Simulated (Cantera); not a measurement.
A freely propagating, adiabatic, planar premixed flame of CH4 : O2 : N2 = 1 : 2.17 : 8.91 (molar parts), unburnt at 375 K and 13300 Pa; mixture-averaged transport, grid criteria slope 0.08 and curve 0.16, no radiation.

Model: GRI-Mech 3.0 (53 species, 325 reactions), integrated in Cantera. Burning velocities carry a grid error of a few per cent, more on coarse grids.

What does this change do: inlet temperature 375 to 650 K?


```
quantity                     before     after
------------------------  ---------  --------
laminar burning velocity  72.4 cm/s  192 cm/s
thermal thickness           2.51 mm   2.09 mm
peak x(CH2O)               0.000752   0.00100
peak x(C2H)                 4.60e-8   1.63e-7
peak x(H)                    0.0118    0.0147
```

What does this change do: inlet temperature 375 to 475 K?


```tsv
quantity	before	after
laminar burning velocity	72.4 cm/s	107 cm/s
thermal thickness	2.51 mm	2.34 mm
peak x(CH2O)	0.000752	0.000836
peak x(C2H)	4.60e-8	7.31e-8
peak x(H)	0.0118	0.0129
```
